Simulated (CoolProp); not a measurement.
A Linde-Hampson liquefier for ethane: isothermal reversible compression at 320 K from 1 atm to 5 MPa, throttling to 1 atm, return gas leaving the recuperator 5 K below the feed. Each further row changes one setting.

Computed with CoolProp (reference Helmholtz-energy equation of state, Bücker 2006).

```tsv
case	liquid yield per pass	compression work (kJ/kg of gas)
as stated	0.165	315
high pressure 10 MPa	___	___
warm-end temperature 350 K	___	354
warm-end gap 10 K	___	315
```

### Question
Some entries are withheld; supply them.

### Answer

- high pressure 10 MPa, liquid yield per pass: 0.426
- high pressure 10 MPa, compression work (kJ/kg of gas): 338
- warm-end temperature 350 K, liquid yield per pass: 0.101
- warm-end gap 10 K, liquid yield per pass: 0.154
